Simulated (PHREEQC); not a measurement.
0.11 g of hydrous ferric oxide (600 m²/g; 0.2 weak and 0.005 strong sites per Fe, Dzombak-Morel constants, diffuse double layer) in 1 kg of water with 0.1 mol/kgw of an inert sodium salt and 6.2e-06 mol NaH2PO4, at 25 °C; the pH is set by adding NaOH or the inert anion's acid. Oxygen alone is held at its pressure in air (log pO2 = -0.68). The system is closed to CO2. Nothing may precipitate in this run.

The numbers come from PHREEQC with the ion-association model, wateq4f.dat.

Task: Predict P sorbed (%), surface charge σ (C/m²) at pH = 3, 11.

Result: 
| pH | P sorbed (%) | surface charge σ (C/m²) |
|---|---|---|
| 3 | 100.0 | 0.352 |
| 11 | 0.1 | -0.190 |

Species that the database lacks are ignored. H3PO4, which wateq4f.dat lacks, is added to it with the constant of phreeqc.dat. The oxide is taken as insoluble; below pH 4 it would dissolve.
